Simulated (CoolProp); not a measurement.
R1234yf along the isotherm 136.85 °C: Z from the reference equation and from simpler models built on Tc = 94.7 °C, pc = 3.384 MPa, ω = 0.276; each cubic takes its own stable root.

Model: reference Helmholtz-energy equation of state, Lemmon 2022, in CoolProp.

| p (MPa) | phase | reference | van der Waals | Redlich-Kwong | Soave-Redlich-Kwong | Peng-Robinson |
|---|---|---|---|---|---|---|
| 3.08 | gas | 0.7520 | [?] | 0.7398 | [?] | 0.7375 |
| 6.15 | supercritical | 0.4559 | 0.4550 | 0.4575 | 0.5199 | 0.4876 |
| 9.23 | supercritical | 0.4480 | 0.5563 | 0.4933 | 0.5273 | 0.4850 |
| 12.3 | supercritical | [?] | 0.6803 | [?] | 0.6050 | 0.5521 |
| 15.4 | supercritical | 0.6165 | 0.8066 | 0.6699 | 0.6930 | 0.6301 |
| 18.5 | supercritical | 0.7062 | 0.9316 | 0.7613 | 0.7826 | 0.7100 |
| 21.5 | supercritical | 0.7923 | 1.051 | 0.8488 | 0.8691 | 0.7874 |
| 24.6 | supercritical | 0.8804 | 1.173 | 0.9382 | 0.9575 | 0.8668 |
| 27.7 | supercritical | 0.9673 | 1.294 | 1.026 | 1.045 | 0.9455 |
| 30.8 | supercritical | 1.053 | [?] | 1.113 | 1.132 | 1.023 |
| 33.8 | supercritical | 1.135 | [?] | 1.197 | 1.215 | 1.098 |

Question: Complete the blanks.

Answer: 
- 3.08, van der Waals: 0.7434
- 3.08, Soave-Redlich-Kwong: 0.7635
- 12.3, reference: 0.5278
- 12.3, Redlich-Kwong: 0.5786
- 30.8, van der Waals: 1.413
- 33.8, van der Waals: 1.528
